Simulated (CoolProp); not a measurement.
Properties of n-perfluorohexane at several states.

The numbers come from the reference Helmholtz-energy equation of state, Gao 2022 in CoolProp.

| T (°C) | p (kPa) | phase | cv (kJ/(kg K)) | fugacity coefficient |
|---|---|---|---|---|
| 90.85 | 674 | liquid | 0.9379 | 0.3782 |
| 61.65 | 12.7 | gas | [?] | 0.9930 |
| 93.25 | 495 | liquid | [?] | [?] |

Q: Some entries are withheld; supply them.

A: 
- 61.65, cv (kJ/(kg K)): 0.8458
- 93.25, cv (kJ/(kg K)): 0.9410
- 93.25, fugacity coefficient: 0.5377
